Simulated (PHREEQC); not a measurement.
HF is added in steps, without added water, to 1 kg of water holding 0.054 mol Cu(NO3)2 and 0.038 mol KCl, at 25 °C. Oxygen is held at 0.21 atm. CO2 from the air is kept out. Only these solids could form: Sylvite.

Base run: PHREEQC, ion-association model, phreeqc.dat. Each further column changes one thing. The table gives pH.

```
HF added (mol)  base  database wateq4f.dat  metal-ligand complexes left out  Davies equation for every ion  all activity coefficients set to 1
--------------  ----  --------------------  -------------------------------  -----------------------------  ----------------------------------
0               4.38                   ___                             4.37                           4.40                                4.20
0.003375        2.88                  2.88                             2.92                           2.91                                2.82
0.01013         2.58                  2.58                             2.62                           2.60                                2.52
0.0135          2.50                   ___                             2.55                           2.53                                2.45
0.01688         2.45                   ___                             2.49                           2.47                                2.39
0.02363         2.36                   ___                             2.40                           2.39                                2.31
0.027           2.33                  2.34                             2.37                           2.35                                2.28
0.03037         2.30                  2.32                             2.34                           2.32                                2.25
0.03712         2.24                  2.27                             2.29                           2.27                                2.20
0.0405          2.22                  2.25                             2.27                           2.25                                2.18
0.04387         2.20                  2.23                             2.25                           2.23                                2.16
0.05063         2.17                  2.20                             2.21                           2.19                                2.12
0.054           2.15                  2.19                             2.19                           2.17                                2.11
```

Task: Complete the blanks.

Result: 
- 0, database wateq4f.dat: 4.15
- 0.0135, database wateq4f.dat: 2.51
- 0.01688, database wateq4f.dat: 2.46
- 0.02363, database wateq4f.dat: 2.38

 wateq4f.dat counts part of the HF as a dimer, H2F2, which phreeqc.dat doesn't know; its constant is uncertain. phreeqc.dat and wateq4f.dat share most of their constants, so their agreement is no independent check. Solids allowed in the column 'database wateq4f.dat': Tenorite, Atacamite, Cu2(OH)3NO3, CuF2:2H2O.
